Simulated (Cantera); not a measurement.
An isothermal, constant-pressure homogeneous reactor starts with H2 : O2 : N2 = 0.75 : 1 : 5 (molar parts), equivalence ratio 0.38, at 950 K and 0.132 atm.

Model: GRI-Mech 3.0 (53 species, 325 reactions), integrated in Cantera. Radical loss at walls, strong at low pressure, is not modelled. The temperature is held fixed by assumption; the heat of reaction is taken as removed at once.

x: mole fraction; the columns are a selection and need not sum to one.

```json
[
 {"t (s)": "1.00e-5", "x H2": "0.111", "x O2": "0.148", "x OH": "<1e-12", "x N2O": "<1e-12", "x HO2": "3.82e-12", "x O": "<1e-12", "x H2O": "<1e-12"},
 {"t (s)": "3.10e-5", "x H2": "0.111", "x O2": "0.148", "x OH": "<1e-12", "x N2O": "<1e-12", "x HO2": "1.21e-11", "x O": "1.08e-12", "x H2O": "1.28e-12"},
 {"t (s)": "9.63e-5", "x H2": "0.111", "x O2": "0.148", "x OH": "2.61e-12", "x N2O": "<1e-12", "x HO2": "4.08e-11", "x O": "7.65e-12", "x H2O": "2.06e-11"},
 {"t (s)": "0.000299", "x H2": "0.111", "x O2": "0.148", "x OH": "2.88e-11", "x N2O": "<1e-12", "x HO2": "2.03e-10", "x O": "9.20e-11", "x H2O": "5.16e-10"},
 {"t (s)": "0.000928", "x H2": "0.111", "x O2": "0.148", "x OH": "(withheld)", "x N2O": "<1e-12", "x HO2": "(withheld)", "x O": "(withheld)", "x H2O": "(withheld)"},
 {"t (s)": "0.00288", "x H2": "0.0147", "x O2": "0.105", "x OH": "0.00134", "x N2O": "3.54e-9", "x HO2": "1.97e-5", "x O": "0.00215", "x H2O": "0.0952"},
 {"t (s)": "0.00894", "x H2": "0.00105", "x O2": "0.0985", "x OH": "7.22e-5", "x N2O": "7.20e-9", "x HO2": "1.01e-5", "x O": "6.60e-5", "x H2O": "0.116"},
 {"t (s)": "0.0278", "x H2": "0.000284", "x O2": "0.0982", "x OH": "2.41e-5", "x N2O": "8.23e-9", "x HO2": "4.60e-6", "x O": "1.21e-5", "x H2O": "0.117"},
 {"t (s)": "0.0862", "x H2": "5.76e-5", "x O2": "0.0981", "x OH": "1.07e-5", "x N2O": "8.82e-9", "x HO2": "1.37e-6", "x O": "2.01e-6", "x H2O": "0.118"},
 {"t (s)": "0.267", "x H2": "6.09e-6", "x O2": "0.0980", "x OH": "4.91e-6", "x N2O": "9.09e-9", "x HO2": "1.86e-7", "x O": "2.41e-7", "x H2O": "0.118"},
 {"t (s)": "0.830", "x H2": "3.08e-7", "x O2": "0.0980", "x OH": "2.06e-6", "x N2O": "9.18e-9", "x HO2": "1.58e-8", "x O": "3.16e-8", "x H2O": "0.118"},
 {"t (s)": "2.58", "x H2": "8.89e-9", "x O2": "0.0980", "x OH": "9.36e-7", "x N2O": "9.23e-9", "x HO2": "2.22e-9", "x O": "6.31e-9", "x H2O": "0.118"},
 {"t (s)": "8.00", "x H2": "8.82e-10", "x O2": "0.0980", "x OH": "4.82e-7", "x N2O": "9.25e-9", "x HO2": "5.78e-10", "x O": "1.68e-9", "x H2O": "0.118"}
]
```

Task: Fill in the missing entries.

Result: 
- 0.000928, x OH: 1.05e-8
- 0.000928, x HO2: 3.97e-8
- 0.000928, x O: 3.38e-8
- 0.000928, x H2O: 2.34e-7
